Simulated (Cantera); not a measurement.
A Cantera script and its output.

```python
import numpy as np
import cantera as ct

gas = ct.Solution("gri30.yaml")
gas.TPX = 1275, 110000, {'CH4': 1, 'O2': 2.47, 'N2': 9.28}
reactor = ct.IdealGasReactor(gas, energy="on", clone=False)
net = ct.ReactorNet([reactor])
net.rtol, net.atol = 1e-08, 1e-16
show = ['CH4', 'O2', 'C2H', 'HO2', 'H2O']
times = np.geomspace(3e-06, 0.6, 15)

steps = ct.SolutionArray(gas, extra=["t"])
rows = []
print(f"{'t/s':>10s}{'T/K':>9s}{'P/Pa':>11s}" + "".join(f"{s:>11s}" for s in show))
for t in times:
    while net.time < t:
        t_next = net.step()
        steps.append(gas.state, t=t_next)
    rows.append([np.interp(t, steps.t, y) for y in (steps.T, steps.P, *steps(*show).X.T)])
    print(f"{t:10.3e}{rows[-1][0]:9.1f}{rows[-1][1]:11.4g}" + "".join(f"{x:11.3e}" for x in rows[-1][2:]))
rate = np.gradient(steps.T, steps.t)
print("integrator steps:", len(steps.t))
if steps.T.max() > steps.T[0] + 200:
    print(f"time of steepest temperature rise: {steps.t[rate.argmax()]:.4e} s")
gas.TPX = 1275, 110000, {'CH4': 1, 'O2': 2.47, 'N2': 9.28}
gas.equilibrate("UV")
print(f"equilibrium (UV): T = {gas.T:.1f} K  " + "  ".join(f"{s} {gas[s].X[0]:.3e}" for s in show))
```

It prints:

```
       t/s      T/K       P/Pa        CH4         O2        C2H        HO2        H2O
 3.000e-06   1275.0    1.1e+05  7.843e-02  1.937e-01  1.283e-35  8.704e-09  1.406e-10
 7.174e-06   1275.0    1.1e+05  7.843e-02  1.937e-01  1.170e-33  2.077e-08  5.970e-10
 1.716e-05   1275.0    1.1e+05  7.843e-02  1.937e-01  9.879e-32  4.938e-08  2.299e-09
 4.103e-05   1275.0    1.1e+05  7.843e-02  1.937e-01  9.004e-30  1.164e-07  1.030e-08
 9.811e-05   1275.0    1.1e+05  7.843e-02  1.937e-01  9.725e-28  2.689e-07  5.802e-08
 2.346e-04   1275.0    1.1e+05  7.843e-02  1.937e-01  1.379e-25  5.878e-07  3.954e-07
 5.610e-04   1275.0    1.1e+05  7.843e-02  1.937e-01  3.530e-23  1.079e-06  3.131e-06
 1.342e-03   1275.1    1.1e+05  7.839e-02  1.937e-01  1.455e-20  1.258e-06  2.612e-05
 3.208e-03   1276.1  1.101e+05  7.821e-02  1.936e-01  1.783e-18  2.262e-06  1.550e-04
 7.672e-03   1282.7  1.107e+05  7.716e-02  1.929e-01  2.904e-16  7.489e-06  9.809e-04
 1.835e-02   2764.2  2.449e+05  5.996e-16  3.798e-02  3.054e-20  1.065e-05  1.331e-01
 4.387e-02   2764.2  2.449e+05  5.996e-16  3.798e-02  3.053e-20  1.065e-05  1.331e-01
 1.049e-01   2764.2  2.449e+05  5.996e-16  3.798e-02  3.053e-20  1.065e-05  1.331e-01
 2.509e-01   2764.2  2.449e+05  5.996e-16  3.798e-02  3.053e-20  1.065e-05  1.331e-01
 6.000e-01   2764.2  2.449e+05  5.996e-16  3.798e-02  3.053e-20  1.065e-05  1.331e-01
integrator steps: 2359
time of steepest temperature rise: 1.2924e-02 s
equilibrium (UV): T = 2764.2 K  CH4 8.119e-16  O2 3.798e-02  C2H 3.258e-20  HO2 1.065e-05  H2O 1.331e-01
```

Detailed kinetics in Cantera: GRI-Mech 3.0 (53 species, 325 reactions).
